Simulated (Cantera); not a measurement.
Cantera run, input and output.

```python
import numpy as np
import cantera as ct

gas = ct.Solution("gri30.yaml")
gas.TPX = 1575, 72000, {'CH4': 1, 'C2H6': 0.13, 'O2': 2.64, 'N2': 9.93}
reactor = ct.IdealGasReactor(gas, energy="on", clone=False)
net = ct.ReactorNet([reactor])
net.rtol, net.atol = 1e-08, 1e-16
show = ['CH4', 'C2H6', 'O2', 'CH2', 'H2O', 'HCN', 'CO2']
times = np.geomspace(9e-06, 7, 10)

steps = ct.SolutionArray(gas, extra=["t"])
rows = []
print(f"{'t/s':>10s}{'T/K':>9s}{'P/Pa':>11s}" + "".join(f"{s:>11s}" for s in show))
for t in times:
    while net.time < t:
        t_next = net.step()
        steps.append(gas.state, t=t_next)
    rows.append([np.interp(t, steps.t, y) for y in (steps.T, steps.P, *steps(*show).X.T)])
    print(f"{t:10.3e}{rows[-1][0]:9.1f}{rows[-1][1]:11.4g}" + "".join(f"{x:11.3e}" for x in rows[-1][2:]))
rate = np.gradient(steps.T, steps.t)
print("integrator steps:", len(steps.t))
if steps.T.max() > steps.T[0] + 200:
    print(f"time of steepest temperature rise: {steps.t[rate.argmax()]:.4e} s")
gas.TPX = 1575, 72000, {'CH4': 1, 'C2H6': 0.13, 'O2': 2.64, 'N2': 9.93}
gas.equilibrate("UV")
print(f"equilibrium (UV): T = {gas.T:.1f} K  " + "  ".join(f"{s} {gas[s].X[0]:.3e}" for s in show))
```

Result:

```
       t/s      T/K       P/Pa        CH4       C2H6         O2        CH2        H2O        HCN        CO2
 9.000e-06   1573.4  7.194e+04  7.297e-02  9.329e-03  1.927e-01  4.113e-09  1.391e-05  4.178e-15  4.327e-08
 4.062e-05   1571.2   7.19e+04  7.216e-02  8.529e-03  1.919e-01  1.564e-07  6.892e-04  3.294e-12  7.046e-06
 1.834e-04   2734.2   1.34e+05  1.115e-15  7.534e-30  3.612e-02  2.229e-14  1.186e-01  1.573e-10  3.884e-02
 8.277e-04   2877.5  1.394e+05  2.917e-15  2.343e-29  3.007e-02  4.852e-14  1.272e-01  1.580e-09  4.284e-02
 3.736e-03   2872.7  1.392e+05  3.036e-15  2.507e-29  2.858e-02  4.797e-14  1.275e-01  2.040e-09  4.276e-02
 1.686e-02   2872.7  1.392e+05  3.036e-15  2.507e-29  2.857e-02  4.797e-14  1.275e-01  2.041e-09  4.276e-02
 7.612e-02   2872.7  1.392e+05  3.036e-15  2.507e-29  2.857e-02  4.797e-14  1.275e-01  2.041e-09  4.276e-02
 3.436e-01   2872.7  1.392e+05  3.036e-15  2.507e-29  2.857e-02  4.797e-14  1.275e-01  2.041e-09  4.276e-02
 1.551e+00   2872.7  1.392e+05  3.036e-15  2.507e-29  2.857e-02  4.797e-14  1.275e-01  2.041e-09  4.276e-02
 7.000e+00   2872.7  1.392e+05  3.036e-15  2.507e-29  2.857e-02  4.797e-14  1.275e-01  2.041e-09  4.276e-02
integrator steps: 1680
time of steepest temperature rise: 1.4572e-04 s
equilibrium (UV): T = 2872.7 K  CH4 4.068e-15  C2H6 4.422e-29  O2 2.857e-02  CH2 5.154e-14  H2O 1.275e-01  HCN 2.041e-09  CO2 4.276e-02
```

Detailed kinetics in Cantera: GRI-Mech 3.0 (53 species, 325 reactions).
